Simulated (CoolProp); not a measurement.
Vapour-liquid equilibrium of benzene (1) + cyclohexane (2) at 235.45 °C; x and y are mole fractions of (1).

Computed with CoolProp (multi-fluid Helmholtz-energy mixture model, Thol 2012 and Zhou 2014; pair parameters Bell 2016).

```
x     bubble pressure (bar)  y at the bubble point  dew pressure at overall composition x (bar)  liquid density (mol/L)
----  ---------------------  ---------------------  -------------------------------------------  ----------------------
0.05                  23.06                  0.058                                        23.02                   6.149
0.2                   23.94                  0.220                                        23.84                   6.289
0.35                  24.59                  0.370                                        24.52                   6.456
0.5                   25.02                  0.512                                        24.99                   6.654
0.65                  25.19                  0.652                                        25.19                   6.888
0.8                   25.10                  0.794                                        25.09                   7.162
0.95                  24.69                  0.945                                        24.67                   7.477
```

y crosses x between x = 0.65 and 0.8: the model has an azeotrope there.

Pair parameters are fitted to limited data, so mixtures are less certain than the pure fluids.
